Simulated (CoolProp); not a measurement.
Vapour-liquid equilibrium of propane (1) + n-butane (2) at 0.0198 MPa; x and y are mole fractions of (1).

Model: multi-fluid Helmholtz-energy mixture model, Lemmon 2009 and Bücker 2006; pair parameters Kunz 2012, in CoolProp.

```json
[
 {"x": "0.05", "bubble temperature, mixture model (K)": "231.7", "bubble temperature, Raoult's law (K)": "231.6", "y, mixture model": "0.253", "y, Raoult's law": "0.262"},
 {"x": "0.125", "bubble temperature, mixture model (K)": "___", "bubble temperature, Raoult's law (K)": "225.9", "y, mixture model": "0.497", "y, Raoult's law": "0.507"},
 {"x": "0.2", "bubble temperature, mixture model (K)": "___", "bubble temperature, Raoult's law (K)": "221.4", "y, mixture model": "0.648", "y, Raoult's law": "0.656"},
 {"x": "0.275", "bubble temperature, mixture model (K)": "___", "bubble temperature, Raoult's law (K)": "217.7", "y, mixture model": "0.747", "y, Raoult's law": "0.752"},
 {"x": "0.35", "bubble temperature, mixture model (K)": "214.8", "bubble temperature, Raoult's law (K)": "214.7", "y, mixture model": "0.815", "y, Raoult's law": "0.818"},
 {"x": "0.425", "bubble temperature, mixture model (K)": "212.2", "bubble temperature, Raoult's law (K)": "212.1", "y, mixture model": "0.863", "y, Raoult's law": "0.865"},
 {"x": "0.5", "bubble temperature, mixture model (K)": "209.9", "bubble temperature, Raoult's law (K)": "209.8", "y, mixture model": "0.898", "y, Raoult's law": "0.899"},
 {"x": "0.575", "bubble temperature, mixture model (K)": "207.8", "bubble temperature, Raoult's law (K)": "207.8", "y, mixture model": "0.925", "y, Raoult's law": "0.926"},
 {"x": "0.65", "bubble temperature, mixture model (K)": "206.0", "bubble temperature, Raoult's law (K)": "206.0", "y, mixture model": "0.945", "y, Raoult's law": "0.946"},
 {"x": "0.725", "bubble temperature, mixture model (K)": "204.4", "bubble temperature, Raoult's law (K)": "204.4", "y, mixture model": "0.962", "y, Raoult's law": "0.962"},
 {"x": "0.8", "bubble temperature, mixture model (K)": "203.0", "bubble temperature, Raoult's law (K)": "203.0", "y, mixture model": "0.975", "y, Raoult's law": "0.975"},
 {"x": "0.875", "bubble temperature, mixture model (K)": "201.7", "bubble temperature, Raoult's law (K)": "201.6", "y, mixture model": "0.986", "y, Raoult's law": "0.986"},
 {"x": "0.95", "bubble temperature, mixture model (K)": "200.4", "bubble temperature, Raoult's law (K)": "200.4", "y, mixture model": "0.995", "y, Raoult's law": "0.995"}
]
```

Problem. Complete the blanks.

Solution. 
- 0.125, bubble temperature, mixture model (K): 226.2
- 0.2, bubble temperature, mixture model (K): 221.6
- 0.275, bubble temperature, mixture model (K): 217.9

The largest gap from Raoult's law is +0.3 K in bubble temperature, at x = 0.125. No azeotrope shows between x = 0.05 and 0.95.

Pair parameters are fitted to limited data, so mixtures are less certain than the pure fluids.
